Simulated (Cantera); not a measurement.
# Adiabatic ignition

An adiabatic, constant-volume homogeneous reactor starts with 62.3 % H2, 7.41 % O2, 27.8 % N2, 2.45 % H2O, at 1525 K and 1.01 bar.

Computed with Cantera and GRI-Mech 3.0 (53 species, 325 reactions).

| t (s) | T (K) | P (bar) | x H2 | x O2 | x H2O | x NO | x N2O | x H2O2 |
|---|---|---|---|---|---|---|---|---|
| 2.00e-6 | 1525 | 1.01 | 0.623 | 0.0741 | 0.0245 | <1e-12 | <1e-12 | 2.50e-8 |
| 4.33e-6 | 1525 | 1.01 | 0.623 | 0.0741 | 0.0245 | <1e-12 | 1.17e-12 | 9.86e-8 |
| 9.38e-6 | 1526 | 1.01 | 0.622 | 0.0738 | 0.0250 | 1.80e-12 | 2.54e-11 | 6.89e-7 |
| 2.03e-5 | 1821 | 1.20 | 0.422 | 0.000562 | 0.169 | 3.70e-7 | 1.00e-9 | 1.45e-7 |
| 4.40e-5 | 2192 | 1.41 | 0.454 | 8.28e-5 | 0.174 | 1.92e-6 | 1.09e-9 | 4.78e-8 |
| 9.53e-5 | 2450 | 1.55 | 0.478 | 3.49e-5 | 0.178 | 4.26e-6 | 1.93e-9 | 1.87e-8 |
| 0.000206 | 2592 | 1.62 | 0.492 | 1.43e-5 | 0.181 | 8.11e-6 | 3.43e-9 | 9.12e-9 |
| 0.000447 | 2630 | 1.64 | 0.495 | 1.01e-5 | 0.182 | 1.49e-5 | 4.06e-9 | 6.87e-9 |
| 0.000969 | 2632 | 1.64 | 0.495 | 9.90e-6 | 0.182 | 2.87e-5 | 4.14e-9 | 6.76e-9 |
| 0.00210 | 2632 | 1.64 | 0.495 | 9.88e-6 | 0.182 | 5.56e-5 | 4.33e-9 | 6.75e-9 |
| 0.00454 | 2631 | 1.64 | 0.495 | 9.86e-6 | 0.182 | 9.42e-5 | 4.81e-9 | 6.74e-9 |
| 0.00984 | 2631 | 1.64 | 0.495 | 9.84e-6 | 0.182 | 0.000118 | 5.22e-9 | 6.73e-9 |
| 0.0213 | 2631 | 1.64 | 0.495 | 9.84e-6 | 0.182 | 0.000121 | 5.27e-9 | 6.73e-9 |
| 0.0462 | 2631 | 1.64 | 0.495 | 9.84e-6 | 0.182 | 0.000121 | 5.27e-9 | 6.73e-9 |
| 0.100 | 2631 | 1.64 | 0.495 | 9.84e-6 | 0.182 | 0.000121 | 5.27e-9 | 6.73e-9 |
x: mole fraction; the columns are a selection and need not sum to one.

* **time of steepest temperature rise**: 17.1 µs
* **temperature at 0.100 s**: 2631 K
* **equilibrium temperature**: 2631 K
* **x(H2) at 0.100 s**: 0.495 (gas-phase equilibrium 0.495)
* **x(O2) at 0.100 s**: 9.84e-6 (gas-phase equilibrium 9.84e-6)
* **x(H2O) at 0.100 s**: 0.182 (gas-phase equilibrium 0.182)
